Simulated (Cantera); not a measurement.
An isothermal, constant-pressure homogeneous reactor starts with NO : N₂ = 1 : 8.2 (molar parts), at 2200 K and 1.00 bar. Integrator tolerance rtol = 1e-08.

Cantera simulation using GRI-Mech 3.0 (53 species, 325 reactions); the numbers are that mechanism's predictions, not measurements.

### Question
What does this change do: temperature 2200 to 1748 K?

### Answer
| quantity | before | after |
|---|---|---|
| x(NO) at 2.00 s | 0.00683 (gas-phase equilibrium 0.00680) | 0.102 (gas-phase equilibrium 0.00192) |
| x(O) at 2.00 s | 0.000612 (gas-phase equilibrium 0.000612) | 5.03e-6 (gas-phase equilibrium 1.70e-5) |
| x(N₂O) at 2.00 s | 4.14e-7 (gas-phase equilibrium 4.14e-7) | 4.26e-6 (gas-phase equilibrium 1.22e-7) |
| x(NO₂) at 2.00 s | 4.27e-6 (gas-phase equilibrium 4.25e-6) | 4.15e-5 (gas-phase equilibrium 2.71e-6) |
| x(N₂) at 2.00 s | 0.942 (gas-phase equilibrium 0.942) | 0.895 (gas-phase equilibrium 0.945) |
| x(O₂) at 2.00 s | 0.0506 (gas-phase equilibrium 0.0506) | 0.00344 (gas-phase equilibrium 0.0534) |

### Question
What does this change do: pressure from 1.00 bar to 16.5 Torr?

### Answer
```
quantity                                             before                                    after
----------------  -----------------------------------------  ---------------------------------------
x(NO) at 2.00 s     0.00683 (gas-phase equilibrium 0.00680)   0.0661 (gas-phase equilibrium 0.00668)
x(O) at 2.00 s    0.000612 (gas-phase equilibrium 0.000612)  0.00254 (gas-phase equilibrium 0.00405)
x(N₂O) at 2.00 s    4.14e-7 (gas-phase equilibrium 4.14e-7)  1.64e-6 (gas-phase equilibrium 6.02e-8)
x(NO₂) at 2.00 s    4.27e-6 (gas-phase equilibrium 4.25e-6)  3.84e-6 (gas-phase equilibrium 6.08e-7)
x(N₂) at 2.00 s         0.942 (gas-phase equilibrium 0.942)      0.911 (gas-phase equilibrium 0.940)
x(O₂) at 2.00 s       0.0506 (gas-phase equilibrium 0.0506)    0.0200 (gas-phase equilibrium 0.0489)
```
Radical loss at walls, strong at low pressure, is not modelled.
